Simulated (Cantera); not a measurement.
**Equilibrium for silicon oxide and oxynitride deposition: SiH₄ + O₂ + H₂**

A closed system holds: 1 mol SiH₄, 0.23 mol O₂, 0.53 mol H₂, equilibrated at 0.130 bar.

Equilibrium computed with Cantera from the NASA thermochemical tables; the gas is ideal and each condensed phase is pure. Candidate condensed phases: H₂O, Si, SiO₂; 18 gas species. Each liquid is taken as pure. Mutual solubility and eutectic melting of coexisting phases are not modelled. The tables hold silica as quartz up to 1696 K and as liquid above; real silica turns to tridymite and cristobalite and melts near 1996 K. Gases not in the tables: Si₂H₆ and higher silanes. Rates play no part.

```tsv
T (°C)	log p H₂	log p SiO	log p H	log p Si	log p SiH₂	log p SiH	log p H₂O	n Si(s)	n SiO₂(β-quartz)	n Si(l)	n SiO₂(condensed)
1402	-0.92	-2.05	-4.39	-6.36	-5.87	-6.60	-5.67	0.677	0.137	0	0
1452	-0.95	-1.76	-4.21	-5.99	-5.71	-6.31	-5.51	0	0	0.576	0.0365
1502	-0.96	-1.70	-4.02	-5.66	-5.56	-6.05	-5.53	0	0	0.540	0
1552	-0.96	-1.70	-3.84	-5.34	-5.41	-5.80	-5.60	0	0	0.540	0
1602	-0.96	-1.70	-3.66	-5.04	-5.26	-5.56	-5.67	0	0	0.540	0
1652	-0.96	-1.70	-3.50	-4.76	-5.13	-5.33	-5.73	0	0	0.539	0
1702	-0.96	-1.70	-3.34	-4.49	-5.00	-5.11	-5.79	0	0	0.539	0
```
log p: log10 of the partial pressure in bar; n: condensed amount in mol.

At 1402 °C the condensed part is Si(s) + SiO₂(β-quartz). At 1452 °C the condensed part is Si(l) + SiO₂(condensed). From 1502 °C to 1702 °C the condensed part is Si(l). The main Si-bearing gas is SiO throughout.
